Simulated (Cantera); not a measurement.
Cantera run:

```python
import numpy as np
import cantera as ct

gas_names = [...]  # 148 gases of nasa_gas.yaml made of Al, C, H, N, O
cond_names = """
    AL(cr) AL(L) ALN(s) AL2O3(a) AL2O3(L) C(gr) C6H6(L) C7H8(L) C8H18(L),n-octa H2O(s) H2O(L)
""".split()


# ... load() reads the species with a 1 bar reference pressure and builds the phases ...
atoms = {
    'Al(CH3)3': {'AL': 1, 'C': 3, 'H': 9},
    'O2': {'O': 2},
    'N2': {'N': 2},
}
top_T = {'ALN(s)': 2750, 'C(gr)': 4500}  # K; cautious upper limits of use, not melting points


# ... equilibrate(T, P, feed) seeds the gas with the atoms and calls Mixture.equilibrate('TP', solver="vcs", rtol=1e-11, max_steps=5000) ...
results = []
feed = {'Al(CH3)3': 1, 'O2': 0.32, 'N2': 5.1}  # mol
T = 1225  # K
P = 4700  # Pa
mix = equilibrate(T, P, feed)
results.append((T, P, feed, dict(zip(mix.species_names, mix.species_moles))))
print(gas.report(threshold=1e-06))
for i in range(1, mix.n_phases):
    print(f"{mix.phase(i).name:16s} {mix.phase_moles(i):12.5e} mol")
```

It prints:

```
       temperature   1225 K
          pressure   4700 Pa
           density   0.0071381 kg/m^3
  mean mol. weight   15.469 kg/kmol
   phase of matter   gas

                          1 kg             1 kmol
                     ---------------   ---------------
          enthalpy        1.8188e+06        2.8135e+07  J
   internal energy        1.1604e+06         1.795e+07  J
           entropy             15261        2.3607e+05  J/K
    Gibbs function       -1.6876e+07       -2.6106e+08  J
 heat capacity c_p            2102.7             32526  J/K
 heat capacity c_v            1565.2             24212  J/K

                      mass frac. Y      mole frac. X     chem. pot. / RT
                     ---------------   ---------------   ---------------
               CH4          0.000149        0.00014367           -45.473
                CO         0.0025619         0.0014148           -46.628
               HCN        8.5203e-05        4.8767e-05            -27.31
                H2           0.06288           0.48248            -21.82
               NH3        2.1232e-06        1.9285e-06           -47.295
                N2           0.93432           0.51591           -29.132
     [ +142 minor]        1.4594e-06        2.0089e-06

AL(L)             0.00000e+00 mol
ALN(s)            5.82129e-01 mol
AL2O3(a)          2.08936e-01 mol
C(gr)             2.98501e+00 mol
```

Equilibrium computed with Cantera from the NASA thermochemical tables; the gas is ideal and each condensed phase is pure. The feed counts by its element totals alone. Mutual solubility and eutectic melting of coexisting phases are not modelled.
